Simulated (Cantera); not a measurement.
A closed system holds: 1 mol Si, 0.33 mol H2O, 19 mol N2, 2.3 mol CO2, held at 1498 K and 1.00 Torr.

These are equilibrium values from Cantera (NASA tables, ideal gas, pure condensed phases), not measurements of a reactor. Candidate condensed phases: C, C6H6, C7H8, C8H18, H2O, Si, SiC, SiO2, Si2N2O, Si3N4; 151 gas species. The tables hold silica as quartz up to 1696 K and as liquid above; real silica turns to tridymite and cristobalite and melts near 1996 K. Rates play no part.

Base state: N2 0.878, CO 0.0835, CO2 0.0228, H2 0.00893, H2O 0.00630, H 4.45e-5 (mole fractions); condensed: SiO2(β-quartz).

Q: What changes in the equilibrium state with this change: temperature from 1498 K to 1823 K?

A: 
```
species                before     after
--------------------  -------  --------
N2                      0.878     0.876
CO                     0.0835    0.0825
CO2                    0.0228    0.0235
SiO                   1.72e-6   0.00230
H2                    0.00893   0.00695
NO                    9.93e-8   2.10e-5
OH                    8.90e-7   7.66e-5
H                     4.45e-5  0.000989
SiO2(β-quartz), mol     1.000         0
SiO2(condensed), mol        0     0.950
```
